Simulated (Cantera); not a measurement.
An isothermal plug-flow reactor at 1175 K and 0.500 bar (inlet), inlet velocity 0.31 m/s, active area per volume 210 1/m; feed 0.346 % CH₄, 19.3 % O₂, 80.3 % N₂.

Detailed kinetics in Cantera: Deutschmann's 1995 Pt surface mechanism with GRI-Mech 3.0 gas chemistry. Catalytic surfaces can have several steady states; this one follows from the mechanism file's or the stated starting coverage. Mass transfer to the wall is taken as infinitely fast.

**Question.** Predict: x(CH₄) at z = 0.005 m; x(O₂) at z = 0.005 m; x(H₂O) at z = 0.005 m; x(CO₂) at z = 0.005 m; x(CO) at z = 0.005 m; θ(free Pt) at the exit; θ(O*) at the exit.

**Answer.** 
```
Item                       Value
----------------------  --------
x(CH₄) at z = 0.005 m   0.000910
x(O₂) at z = 0.005 m       0.188
x(H₂O) at z = 0.005 m    0.00498
x(CO₂) at z = 0.005 m    0.00245
x(CO) at z = 0.005 m     1.50e-6
θ(free Pt) at the exit     0.396
θ(O*) at the exit          0.604
```
